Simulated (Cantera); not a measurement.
An isothermal, constant-pressure homogeneous reactor starts with NH3 : N2 = 1 : 2 (molar parts), at 1650 K and 100.0 Torr. Integrator tolerance rtol = 1e-08.

Model: the gas-phase N/H chemistry of the illustrative SiF4/NH3 mechanism in the Surface Chemkin manual (1991), integrated in Cantera. Walls and surfaces, which speed up NH3 decomposition in real reactors, are not modelled.

Q: What does this change do: temperature 1650 to 1975 K?

A: 
```json
[
 {"quantity": "x(NH3) at 5.00 s", "before": "0.220 (gas-phase equilibrium 9.82e-7)", "after": "3.40e-5 (gas-phase equilibrium 5.02e-7)"},
 {"quantity": "x(N2H2) at 5.00 s", "before": "2.97e-7 (gas-phase equilibrium <1e-12)", "after": "1.06e-11 (gas-phase equilibrium <1e-12)"},
 {"quantity": "x(N) at 5.00 s", "before": "3.84e-8 (gas-phase equilibrium 4.29e-12)", "after": "9.09e-8 (gas-phase equilibrium 1.35e-9)"},
 {"quantity": "x(H2) at 5.00 s", "before": "0.128 (gas-phase equilibrium 0.375)", "after": "0.373 (gas-phase equilibrium 0.373)"},
 {"quantity": "x(N2) at 5.00 s", "before": "0.652 (gas-phase equilibrium 0.625)", "after": "0.624 (gas-phase equilibrium 0.624)"},
 {"quantity": "x(NH2) at 5.00 s", "before": "8.24e-5 (gas-phase equilibrium 9.88e-10)", "after": "6.05e-7 (gas-phase equilibrium 8.93e-9)"}
]
```

Q: What does this change do: pressure from 100.0 Torr to 0.460 bar?

A: 
| quantity | before | after |
|---|---|---|
| x(NH3) at 5.00 s | 0.220 (gas-phase equilibrium 9.82e-7) | 0.152 (gas-phase equilibrium 3.39e-6) |
| x(N2H2) at 5.00 s | 2.97e-7 (gas-phase equilibrium <1e-12) | 1.03e-7 (gas-phase equilibrium <1e-12) |
| x(N) at 5.00 s | 3.84e-8 (gas-phase equilibrium 4.29e-12) | 2.14e-8 (gas-phase equilibrium 2.31e-12) |
| x(H2) at 5.00 s | 0.128 (gas-phase equilibrium 0.375) | 0.204 (gas-phase equilibrium 0.375) |
| x(N2) at 5.00 s | 0.652 (gas-phase equilibrium 0.625) | 0.644 (gas-phase equilibrium 0.625) |
| x(NH2) at 5.00 s | 8.24e-5 (gas-phase equilibrium 9.88e-10) | 5.02e-5 (gas-phase equilibrium 1.84e-9) |
